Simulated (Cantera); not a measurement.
Charge: 1 mol SiH2Cl2, 4.2 mol NH3, held at 1500 K and 18.0 mbar.

Method: chemical equilibrium by Gibbs-energy minimisation in Cantera with the NASA 1993 tables (ideal gas, pure condensed phases). Candidate condensed phases: NH4Cl, Si, Si3N4; 28 gas species. The tables' values for SiCl3 are old estimates; treat these amounts as uncertain. Kinetics and transport are ignored.

Base state: H2 0.655, HCl 0.180, N2 0.154, SiCl2 0.0105, SiCl3 0.000780, SiCl4 0.000184, H 0.000106, SiHCl3 6.94e-5 (mole fractions); condensed: Si3N4(s).

What changes in the equilibrium state with this change: temperature from 1500 K to 2000 K?


| species | before | after |
|---|---|---|
| H2 | 0.655 | 0.638 |
| N2 | 0.154 | 0.200 |
| HCl | 0.180 | 0.105 |
| SiCl2 | 0.0105 | 0.0413 |
| Si | 3.88e-8 | 0.00242 |
| Si2N | <1e-9 | 4.96e-5 |
| Si2 | <1e-9 | 2.51e-5 |
| SiN | 2.63e-9 | 3.78e-5 |
| Si3N4(s), mol | 0.296 | 0 |
| Si(l), mol | 0 | 0.521 |
The tables' values for SiCl, SiCl3, SiN are old estimates; treat these amounts as uncertain. Gases not in the tables: Si2H6 and higher silanes.

What changes in the equilibrium state with this change: temperature from 1500 K to 823.15 K?


```
species          before    after
-------------  --------  -------
H2                0.655    0.653
HCl               0.180    0.196
N2                0.154    0.149
SiCl2            0.0105    <1e-9
SiCl4          0.000184  0.00236
H              0.000106    <1e-9
Cl              2.35e-5    <1e-9
SiCl3          0.000780  9.57e-8
SiHCl3          6.94e-5  9.51e-6
Si3N4(s), mol     0.296    0.326
```
